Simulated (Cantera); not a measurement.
A perfectly stirred reactor is fed with NH3 : N2 = 1 : 0.18 (molar parts), at 1330 Pa; it is held at 1425 K, and followed from long to short residence time.

Cantera simulation using the gas-phase N/H chemistry of the illustrative SiF4/NH3 mechanism in the Surface Chemkin manual (1991); the numbers are that mechanism's predictions, not measurements. Walls and surfaces, which speed up NH3 decomposition in real reactors, are not modelled.

Question: What does this change do: temperature 1425 to 2200 K?

Answer: 
```tsv
quantity	before	after
x(NH3) at τ = 0.700 s	0.847	0.164
x(N) at τ = 0.700 s	2.75e-12	5.58e-6
x(N2H4) at τ = 0.700 s	2.05e-9	1.55e-9
x(NH) at τ = 0.700 s	1.99e-8	4.93e-5
x(N2) at τ = 0.700 s	0.153	0.280
x(NH3) at τ = 19.0 ms	0.847	0.763
x(N) at τ = 19.0 ms	<1e-12	1.52e-6
x(N2H4) at τ = 19.0 ms	1.84e-12	1.65e-8
x(NH) at τ = 19.0 ms	2.46e-11	5.29e-5
x(N2) at τ = 19.0 ms	0.153	0.167
```
